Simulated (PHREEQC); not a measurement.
Make-up at 5 °C: 0.0026 mol K2CO3 and 1.3e-05 mol H4SiO4 per kg of water. Closed to the air; pH follows from the charge balance.

Computed with PHREEQC (ion-association model, wateq4f.dat).

This is a speciation only: nothing precipitates in the calculation.

**Question.** Predict the pH.

**Answer.** pH 11.24.

**Question.** In which forms is C present?

**Answer.** CO3-2 86 %, HCO3- 14 % of the C.

Away from 25 °C the constants follow the database's enthalpies or fits; those with neither stay at their 25 °C values.
